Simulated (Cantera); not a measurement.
Input (Python, Cantera) and output of one run.

```python
import numpy as np
import cantera as ct

gas_names = """
    CL CL2 H HCL H2 Si SiCL SiCL2 SiCL3 SiCL4 SiH SiHCL3 SiH2 SiH2CL2 SiH3 SiH3CL SiH4 Si2 Si3
""".split()
cond_names = """
    Si(cr) Si(L)
""".split()


# ... load() reads the species with a 1 bar reference pressure and builds the phases ...
atoms = {
    'SiH2Cl2': {'Si': 1, 'H': 2, 'CL': 2},
    'H2': {'H': 2},
}
top_T = {}  # K; cautious upper limits of use, not melting points


# ... equilibrate(T, P, feed) seeds the gas with the atoms and calls Mixture.equilibrate('TP', solver="vcs", rtol=1e-11, max_steps=5000) ...
results = []
feed = {'SiH2Cl2': 1, 'H2': 160}  # mol
T = 1225  # K
P = 1333.22  # Pa
mix = equilibrate(T, P, feed)
results.append((T, P, feed, dict(zip(mix.species_names, mix.species_moles))))
x = sorted(zip(gas.X, gas.species_names), reverse=True)
print(f"T = {T:g} K  P = {P:g} Pa  gas = {mix.phase_moles(0):.4g} mol")
print("   x: " + "  ".join(f"{s} {v:.3e}" for v, s in x if v > 1e-05))
print("   condensed (mol): " + ("  ".join(f"{mix.phase(i).name} {mix.phase_moles(i):.4g}"
      for i in range(1, mix.n_phases) if mix.phase_moles(i) > 1e-12) or "none"))
```

Result:

```
T = 1225 K  P = 1333.22 Pa  gas = 162 mol
   x: H2 9.880e-01  HCL 1.162e-02  SiCL2 3.331e-04
   condensed (mol): Si(cr) 0.9426
```

Equilibrium computed with Cantera from the NASA thermochemical tables; the gas is ideal and each condensed phase is pure.
